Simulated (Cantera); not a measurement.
Charge: 1 mol CH3SiH3, 0.12 mol C3H8, 2 mol H2, held at 1023 K and 0.770 bar.

Method: chemical equilibrium by Gibbs-energy minimisation in Cantera with the NASA 1993 tables (ideal gas, pure condensed phases). Candidate condensed phases: C, C6H6, C7H8, C8H18, Si, SiC; 87 gas species. The feed counts by its element totals alone. Kinetics and transport are ignored.

Base state: H2 0.948, CH4 0.0519 (mole fractions); condensed: C(graphite) + SiC(s).

Task: What changes in the equilibrium state with this change: pressure from 0.770 bar to 10.0 mbar?

Result: 
```
species           before     after
----------------  ------  --------
H2                 0.948     0.999
CH4               0.0519  0.000749
C(graphite), mol  0.0895     0.356
SiC(s), mol         1.00      1.00
```
